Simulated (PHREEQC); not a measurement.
1 kg of water holding 0.027 mol NaCl, 0.0076 mol Na2B4O7 and 0.1 mol Na2SO4 is evaporated at 30 °C; the solids stay in contact with the brine. The system is closed to CO2. Only these solids could form: Halite, Mirabilite, Thenardite, Borax, Boric_acid,s, NaBO2:4H2O, NaB5O8:5H2O, Teepleite.

All values are PHREEQC results (Pitzer model, pitzer.dat), not measurements.

```tsv
water left (kg)	ionic strength	water activity	Thenardite (mol)
1	0.342	0.994	0
0.8219	0.416	0.993	0
0.5552	0.617	0.990	0
0.4564	0.750	0.988	0
0.3083	1.11	0.983	0
0.2535	1.35	0.980	0
0.1714	2.01	0.971	0
0.1409	2.44	0.965	0
0.1159	2.97	0.959	0
0.07821	4.35	0.941	0
0.06421	5.26	0.929	0
0.04325	7.74	0.892	0
0.03322	8.89	0.871	0
0.02065	9.25	0.850	0
0.01951	9.19	0.848	0.0504
0.01596	8.88	0.843	0.0626
0.01064	8.19	0.827	0.0805
0.008657	7.85	0.814	0.0868
0.0057	7.49	0.770	0.0950
0.004613	7.61	0.741	0.0971
```

Borax from water left = 0.09528 kg (pH 8.89); Mirabilite from water left = 0.03322 kg (pH 8.63), last present at water left = 0.02053 kg; Thenardite from water left = 0.02053 kg (pH 8.57); Halite from water left = 0.004613 kg (pH 8.30).
